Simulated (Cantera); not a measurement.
A closed system holds: 1 mol B2O3, 4.8 mol H2, 46 mol N2, at 10.0 Torr.

Equilibrium computed with Cantera from the NASA thermochemical tables; the gas is ideal and each condensed phase is pure. Candidate condensed phases: B, BN, B2O3, B3O3H3, H2O; 39 gas species. N2 is the only nitrogen source here; it is nearly inert below about 1500 K, so the nitride shown seldom forms there in practice. Mutual solubility and eutectic melting of coexisting phases are not modelled. Kinetics and transport are ignored.

What share of the B ends up in condensed phases as a function of T (°C), at 752, 852, 952, 1052, 1152, 1252, 1352, 1452, 1552, 1652, 1752?


```json
[
 {"T (°C)": "752", "B condensed (%)": "100.0", "as": "BN(s) + B2O3(l)"},
 {"T (°C)": "852", "B condensed (%)": "99.9", "as": "BN(s) + B2O3(l)"},
 {"T (°C)": "952", "B condensed (%)": "99.6", "as": "BN(s) + B2O3(l)"},
 {"T (°C)": "1052", "B condensed (%)": "98.5", "as": "BN(s) + B2O3(l)"},
 {"T (°C)": "1152", "B condensed (%)": "94.2", "as": "BN(s) + B2O3(l)"},
 {"T (°C)": "1252", "B condensed (%)": "74.1", "as": "BN(s) + B2O3(l)"},
 {"T (°C)": "1352", "B condensed (%)": "0.0", "as": "-"},
 {"T (°C)": "1452", "B condensed (%)": "0.0", "as": "-"},
 {"T (°C)": "1552", "B condensed (%)": "0.0", "as": "-"},
 {"T (°C)": "1652", "B condensed (%)": "0.0", "as": "-"},
 {"T (°C)": "1752", "B condensed (%)": "0.0", "as": "-"}
]
```
